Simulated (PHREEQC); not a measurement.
1 kg of water holding 0.26 mol/kgw NaBr and 0.00029 mol/kgw CaSO4 is evaporated at 20 °C; the solids stay in contact with the brine. The system is closed to CO2. The run lets Glauberite, Gypsum, Anhydrite, Mirabilite, Portlandite, Thenardite precipitate or redissolve, and no other solid.

All values are PHREEQC results (Pitzer model, pitzer.dat), not measurements.

```json
[
 {"water left (kg)": "1", "ionic strength": "0.261", "water activity": "0.991", "Ca in solution (mol/kgw)": "0.000290", "S in solution (mol/kgw)": "0.000290", "Br in solution (mol/kgw)": "0.260"},
 {"water left (kg)": "0.8219", "ionic strength": "0.318", "water activity": "0.989", "Ca in solution (mol/kgw)": "0.000353", "S in solution (mol/kgw)": "0.000353", "Br in solution (mol/kgw)": "0.316"},
 {"water left (kg)": "0.6755", "ionic strength": "0.387", "water activity": "0.987", "Ca in solution (mol/kgw)": "0.000429", "S in solution (mol/kgw)": "0.000429", "Br in solution (mol/kgw)": "0.385"},
 {"water left (kg)": "0.5552", "ionic strength": "0.470", "water activity": "0.984", "Ca in solution (mol/kgw)": "0.000522", "S in solution (mol/kgw)": "0.000522", "Br in solution (mol/kgw)": "0.468"},
 {"water left (kg)": "0.4563", "ionic strength": "0.572", "water activity": "0.981", "Ca in solution (mol/kgw)": "0.000636", "S in solution (mol/kgw)": "0.000636", "Br in solution (mol/kgw)": "0.570"},
 {"water left (kg)": "0.375", "ionic strength": "0.696", "water activity": "0.977", "Ca in solution (mol/kgw)": "0.000773", "S in solution (mol/kgw)": "0.000773", "Br in solution (mol/kgw)": "0.693"},
 {"water left (kg)": "0.3082", "ionic strength": "0.847", "water activity": "0.972", "Ca in solution (mol/kgw)": "0.000941", "S in solution (mol/kgw)": "0.000941", "Br in solution (mol/kgw)": "0.844"},
 {"water left (kg)": "0.2533", "ionic strength": "1.03", "water activity": "0.965", "Ca in solution (mol/kgw)": "0.00114", "S in solution (mol/kgw)": "0.00114", "Br in solution (mol/kgw)": "1.03"},
 {"water left (kg)": "0.2082", "ionic strength": "1.25", "water activity": "0.957", "Ca in solution (mol/kgw)": "0.00139", "S in solution (mol/kgw)": "0.00139", "Br in solution (mol/kgw)": "1.25"},
 {"water left (kg)": "0.1711", "ionic strength": "1.53", "water activity": "0.947", "Ca in solution (mol/kgw)": "0.00169", "S in solution (mol/kgw)": "0.00169", "Br in solution (mol/kgw)": "1.52"},
 {"water left (kg)": "0.1407", "ionic strength": "1.86", "water activity": "0.935", "Ca in solution (mol/kgw)": "0.00206", "S in solution (mol/kgw)": "0.00206", "Br in solution (mol/kgw)": "1.85"},
 {"water left (kg)": "0.1156", "ionic strength": "2.26", "water activity": "0.919", "Ca in solution (mol/kgw)": "0.00251", "S in solution (mol/kgw)": "0.00251", "Br in solution (mol/kgw)": "2.25"},
 {"water left (kg)": "0.09502", "ionic strength": "2.75", "water activity": "0.899", "Ca in solution (mol/kgw)": "0.00305", "S in solution (mol/kgw)": "0.00305", "Br in solution (mol/kgw)": "2.74"},
 {"water left (kg)": "0.07809", "ionic strength": "3.34", "water activity": "0.873", "Ca in solution (mol/kgw)": "0.00371", "S in solution (mol/kgw)": "0.00371", "Br in solution (mol/kgw)": "3.33"}
]
```
